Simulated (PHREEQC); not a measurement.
A solution holds 0.0039 mol (CH3)4NF per kg of water, at 25 °C. Closed to the air; pH follows from the charge balance.

The numbers come from PHREEQC with the ion-association model, phreeqc.dat.

```yaml
pH: 7.39
ionic_strength: 0.00390 mol/kgw
```

```tsv
species	molality	activity	log γ
F-	0.00390	0.00364	-0.030
(CH3)4N+	0.00390	0.00364	-0.029
OH-	2.67e-7	2.50e-7	-0.030
HF	2.21e-7	2.21e-7	0.000
H+	4.31e-8	4.05e-8	-0.027
HF2-	3.31e-9	3.09e-9	-0.029
```

Precipitation was switched off in this run. (CH3)4N+ isn't in the database: it is added as a free cation with an ion size of 4 Å.
